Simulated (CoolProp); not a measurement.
Vapour-liquid equilibrium of R13 (1) + n-butane (2) at 14.9 kPa; x and y are mole fractions of (1).

The numbers come from the multi-fluid Helmholtz-energy mixture model, Platzer 1990 and Bücker 2006; pair parameters Bell 2016 in CoolProp. This equation is an older, rougher fit; its heat capacities, sound speeds and derivatives of the liquid may be far off and weren't checked against measurements.

```csv
x,"bubble temperature, mixture model (K)","bubble temperature, Raoult's law (K)","y, mixture model","y, Raoult's law"
0.05,191.7,208.5,0.936,0.768
0.2,172.4,185.6,0.991,0.969
0.35,168.2,176.8,0.995,0.989
0.5,166.5,171.5,0.996,0.995
0.65,165.4,167.8,0.997,0.998
0.8,164.3,165.0,0.998,0.999
0.95,162.7,162.8,0.999,1.000
```

The largest gap from Raoult's law is -16.8 K in bubble temperature, at x = 0.05. No azeotrope shows between x = 0.05 and 0.95.

The pair parameters rest on a limited set of measurements; away from them the model extrapolates. With so large a gap from Raoult's law the liquid may split in two, which this calculation doesn't test in full.
